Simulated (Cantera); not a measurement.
What does this Cantera script print?

```python
import numpy as np
import cantera as ct

surf = ct.Interface("diamond.yaml", "diamond_100")
gas, bulk = surf.adjacent["gas"], surf.adjacent["diamond"]
k = surf.kinetics_species_index(bulk.species_names[0])
cover = ["c6HH", "c6H*", "c6*H", "c6**", "c6HM", "c6B"]

rows, drift = [], 0.0
print(f"{'T':>10s}{'um/h':>11s}" + "".join(f"{s:>11s}" for s in cover))
for v in [950, 1025, 1100, 1175, 1250, 1325, 1400]:
    T, P, xH, xCH3 = v, 2000, 0.02, 0.0002
    gas.TPX = T, P, {"H": xH, "CH3": xCH3, "CH4": 0.0033, "H2": 1 - xH - xCH3 - 0.0033}
    surf.TP = bulk.TP = T, P
    surf.coverages = "c6H*:0.1, c6HH:0.9"
    surf.advance_coverages(100.0)
    before = surf.coverages
    surf.advance_coverages(100.0)
    drift = max(drift, np.max(np.abs(surf.coverages - before) / (surf.coverages + 1e-9)))
    rate = surf.net_production_rates[k] * bulk.mean_molecular_weight / bulk.density * 3.6e9
    rows.append([rate, *surf[cover].coverages])
    print(f"{v:10.4g}{rate:11.4e}" + "".join(f"{x:11.3e}" for x in rows[-1][1:]))
```

Result:

```
         T       um/h       c6HH       c6H*       c6*H       c6**       c6HM        c6B
       950 1.6408e+00  6.379e-01  1.409e-02  3.327e-01  6.663e-03  6.664e-03  4.452e-09
      1025 2.2642e+00  5.705e-01  2.053e-02  3.908e-01  1.156e-02  4.702e-03  6.144e-09
      1100 2.5962e+00  5.090e-01  2.787e-02  4.402e-01  1.839e-02  2.984e-03  7.045e-09
      1175 2.1189e+00  4.543e-01  3.578e-02  4.803e-01  2.729e-02  1.384e-03  5.750e-09
      1250 1.3423e+00  4.061e-01  4.393e-02  5.109e-01  3.819e-02  4.401e-04  3.642e-09
      1325 1.0198e+00  3.640e-01  5.201e-02  5.326e-01  5.090e-02  1.177e-04  2.767e-09
      1400 9.8995e-01  3.278e-01  5.984e-02  5.470e-01  6.512e-02  3.056e-05  2.686e-09
```

Detailed kinetics in Cantera: the Harris–Goodwin 1993 mechanism for the reconstructed diamond (100) surface.
